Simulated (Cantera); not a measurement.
A freely propagating, adiabatic, planar premixed flame of C3H8 : O2 : N2 : CO2 = 1 : 4.55 : 16.4 : 1.8 (molar parts), unburnt at 373 K and 34000 Pa; mixture-averaged transport, grid criteria slope 0.08 and curve 0.16, no radiation.

Detailed kinetics in Cantera: GRI-Mech 3.0 (53 species, 325 reactions). GRI-Mech 3.0 was tuned for natural gas; its chemistry of propane as a main component is partial and can be far from experiment. Burning velocities carry a grid error of a few per cent, more on coarse grids.

x: mole fraction of selected species; z is measured from the peak of heat release.

```json
[
 {"z (mm)": "-2.86", "T (K)": "373", "u (m/s)": "0.632", "x C3H8": "0.0421", "x O2": "0.191", "x CO2": "0.0757", "x N2O": "<1e-8", "x NO2": "<1e-8", "x H": "<1e-8"},
 {"z (mm)": "-1.91", "T (K)": "374", "u (m/s)": "0.634", "x C3H8": "0.0420", "x O2": "0.191", "x CO2": "0.0756", "x N2O": "<1e-8", "x NO2": "<1e-8", "x H": "<1e-8"},
 {"z (mm)": "-1.43", "T (K)": "378", "u (m/s)": "0.642", "x C3H8": "0.0419", "x O2": "0.190", "x CO2": "0.0754", "x N2O": "<1e-8", "x NO2": "<1e-8", "x H": "<1e-8"},
 {"z (mm)": "-0.955", "T (K)": "417", "u (m/s)": "0.714", "x C3H8": "0.0414", "x O2": "0.186", "x CO2": "0.0750", "x N2O": "<1e-8", "x NO2": "3.30e-8", "x H": "2.48e-8"},
 {"z (mm)": "-0.477", "T (K)": "766", "u (m/s)": "1.35", "x C3H8": "0.0325", "x O2": "0.151", "x CO2": "0.0754", "x N2O": "<1e-8", "x NO2": "5.98e-8", "x H": "4.47e-5"},
 {"z (mm)": "-0.239", "T (K)": "1176", "u (m/s)": "2.14", "x C3H8": "0.0130", "x O2": "0.108", "x CO2": "0.0796", "x N2O": "<1e-8", "x NO2": "1.86e-8", "x H": "0.000615"},
 {"z (mm)": "0", "T (K)": "1567", "u (m/s)": "2.92", "x C3H8": "0.000517", "x O2": "0.0607", "x CO2": "0.0894", "x N2O": "1.27e-8", "x NO2": "<1e-8", "x H": "0.00365"},
 {"z (mm)": "0.239", "T (K)": "1732", "u (m/s)": "3.24", "x C3H8": "6.90e-7", "x O2": "0.0337", "x CO2": "0.102", "x N2O": "2.18e-8", "x NO2": "<1e-8", "x H": "0.00769"},
 {"z (mm)": "0.477", "T (K)": "1771", "u (m/s)": "3.31", "x C3H8": "<1e-8", "x O2": "0.0235", "x CO2": "0.112", "x N2O": "2.76e-8", "x NO2": "<1e-8", "x H": "0.00997"},
 {"z (mm)": "0.955", "T (K)": "1804", "u (m/s)": "3.35", "x C3H8": "<1e-8", "x O2": "0.0181", "x CO2": "0.123", "x N2O": "2.92e-8", "x NO2": "<1e-8", "x H": "0.0109"},
 {"z (mm)": "1.91", "T (K)": "1844", "u (m/s)": "3.41", "x C3H8": "<1e-8", "x O2": "___", "x CO2": "0.129", "x N2O": "2.85e-8", "x NO2": "<1e-8", "x H": "___"},
 {"z (mm)": "3.82", "T (K)": "1898", "u (m/s)": "3.50", "x C3H8": "<1e-8", "x O2": "___", "x CO2": "0.132", "x N2O": "2.87e-8", "x NO2": "<1e-8", "x H": "___"},
 {"z (mm)": "7.64", "T (K)": "1963", "u (m/s)": "3.60", "x C3H8": "<1e-8", "x O2": "0.0112", "x CO2": "0.136", "x N2O": "2.91e-8", "x NO2": "<1e-8", "x H": "0.00554"}
]
```

Q: Some entries are withheld; supply them.

A: 
- 1.91, x O2: 0.0157
- 1.91, x H: 0.00992
- 3.82, x O2: 0.0137
- 3.82, x H: 0.00783
